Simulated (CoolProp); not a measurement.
A simple Rankine cycle with c-C4F8 (RC318): condensing at 305.15 K, boiler at 1.1 MPa, turbine inlet 494.4 K, turbine efficiency 0.65, pump efficiency 0.6, no recuperator. Each further row changes one setting.

Computed with CoolProp (reference Helmholtz-energy equation of state, Platzer 1990). This equation is an older, rougher fit; its heat capacities, sound speeds and derivatives of the liquid may be far off and weren't checked against measurements.

```csv
case,thermal efficiency (%),net work (kJ/kg),heat in (kJ/kg),turbine exit temperature (K),volume ratio over the turbine
as stated,4.5,12.3,275,478.8,2.84
condensing temperature 297.15 K,5.4,15.3,284,475.3,3.63
boiler pressure 0.77 MPa,3.0,8.31,277,484.4,1.98
turbine efficiency 0.55,3.7,10.3,275,480.7,2.85
```
